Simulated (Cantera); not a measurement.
## Thermodynamics of metals in furnace atmospheres, feed Ti + O2 + H2

Feed: 1 mol Ti, 0.0014 mol O2, 1.5 mol H2, held at 13300 Pa.

Cantera equilibrium calculation (NASA polynomials, part measured and part estimated; ideal gas, pure solids and liquids). Candidate condensed phases: H2O, Ti, TiO, TiO2, Ti2O3, Ti3O5, Ti4O7; 12 gas species. Mutual solubility and eutectic melting of coexisting phases are not modelled. TiO: taken at fixed stoichiometry. Condensed phases not in the tables: N, O or C dissolved in the metal. Rates play no part.

At 877 °C the condensed part is Ti(α) + TiO(s). From 952 °C to 1402 °C the condensed part is Ti(β) + TiO(s).

```tsv
T (°C)	log p H2	log p H	log p Ti	log p H2O	log p TiO	n Ti(α)	n TiO(s)	n Ti(β)
877	-0.88	-7.56	<-12	-12.16	<-12	0.997	0.00280	0
952	-0.88	-6.94	-12.57	-11.35	<-12	0	0.00280	0.997
1027	-0.88	-6.39	-11.44	-10.64	<-12	0	0.00280	0.997
1102	-0.88	-5.90	-10.42	-10.01	-12.85	0	0.00280	0.997
1177	-0.88	-5.46	-9.52	-9.46	-11.73	0	0.00280	0.997
1252	-0.88	-5.06	-8.71	-8.96	-10.72	0	0.00280	0.997
1327	-0.88	-4.70	-7.97	-8.51	-9.81	0	0.00280	0.997
1402	-0.88	-4.37	-7.30	-8.10	-8.98	0	0.00280	0.997
```
log p: log10 of the partial pressure in bar; n: condensed amount in mol.
